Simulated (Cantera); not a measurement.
Premixed flame

A freely propagating, adiabatic, planar premixed flame of H2 : O2 : N2 : H2O = 1 : 0.312 : 1.17 : 0.7 (molar parts), equivalence ratio 1.6, unburnt at 700 K and 90.0 Torr; mixture-averaged transport, grid criteria slope 0.08 and curve 0.16, no radiation.

Detailed kinetics in Cantera: the H2/O2 subset of GRI-Mech 3.0, which has no nitrogen chemistry. Burning velocities carry a grid error of a few per cent, more on coarse grids.

```json
[
 {"z (mm)": "-22.1", "T (K)": "700", "u (m/s)": "7.43", "x H2": "0.314", "x O2": "0.0981", "x H2O": "0.220", "x HO2": "<1e-8", "x OH": "<1e-8", "x O": "<1e-8"},
 {"z (mm)": "-14.7", "T (K)": "700", "u (m/s)": "7.43", "x H2": "0.314", "x O2": "0.0981", "x H2O": "0.220", "x HO2": "<1e-8", "x OH": "<1e-8", "x O": "<1e-8"},
 {"z (mm)": "-11.1", "T (K)": "700", "u (m/s)": "7.43", "x H2": "0.314", "x O2": "0.0981", "x H2O": "0.220", "x HO2": "<1e-8", "x OH": "<1e-8", "x O": "<1e-8"},
 {"z (mm)": "-7.37", "T (K)": "700", "u (m/s)": "7.43", "x H2": "0.314", "x O2": "0.0981", "x H2O": "0.220", "x HO2": "4.71e-7", "x OH": "<1e-8", "x O": "<1e-8"},
 {"z (mm)": "-3.69", "T (K)": "705", "u (m/s)": "7.48", "x H2": "0.313", "x O2": "0.0979", "x H2O": "0.221", "x HO2": "5.59e-5", "x OH": "1.37e-5", "x O": "6.90e-6"},
 {"z (mm)": "-1.84", "T (K)": "790", "u (m/s)": "8.31", "x H2": "0.297", "x O2": "0.0946", "x H2O": "0.231", "x HO2": "4.62e-5", "x OH": "0.000201", "x O": "0.000191"},
 {"z (mm)": "0", "T (K)": "1082", "u (m/s)": "11.1", "x H2": "0.204", "x O2": "0.0627", "x H2O": "0.303", "x HO2": "1.82e-5", "x OH": "0.00168", "x O": "0.00311"},
 {"z (mm)": "1.84", "T (K)": "1308", "u (m/s)": "13.3", "x H2": "0.116", "x O2": "0.0164", "x H2O": "0.393", "x HO2": "3.90e-6", "x OH": "0.00478", "x O": "0.00471"},
 {"z (mm)": "3.69", "T (K)": "1402", "u (m/s)": "14.2", "x H2": "0.106", "x O2": "0.00853", "x H2O": "0.410", "x HO2": "1.83e-6", "x OH": "0.00618", "x O": "0.00429"},
 {"z (mm)": "7.37", "T (K)": "1505", "u (m/s)": "15.1", "x H2": "0.110", "x O2": "0.00669", "x H2O": "0.416", "x HO2": "1.28e-6", "x OH": "0.00728", "x O": "0.00381"},
 {"z (mm)": "14.7", "T (K)": "1618", "u (m/s)": "16.1", "x H2": "0.115", "x O2": "0.00512", "x H2O": "0.423", "x HO2": "8.86e-7", "x OH": "0.00802", "x O": "0.00305"},
 {"z (mm)": "29.5", "T (K)": "1732", "u (m/s)": "17.1", "x H2": "0.119", "x O2": "0.00347", "x H2O": "0.432", "x HO2": "5.63e-7", "x OH": "0.00804", "x O": "0.00213"},
 {"z (mm)": "59.0", "T (K)": "1832", "u (m/s)": "17.9", "x H2": "0.122", "x O2": "0.00205", "x H2O": "0.440", "x HO2": "3.31e-7", "x OH": "0.00722", "x O": "0.00128"}
]
```
x: mole fraction of selected species; z is measured from the peak of heat release.

The laminar burning velocity is 743 cm/s. The thermal thickness is 7.37 mm, the peak x(HO2) comes out as 5.85e-5 and the peak x(OH) is 0.00814. The peak x(O) comes out as 0.00483. The grid points is 139.
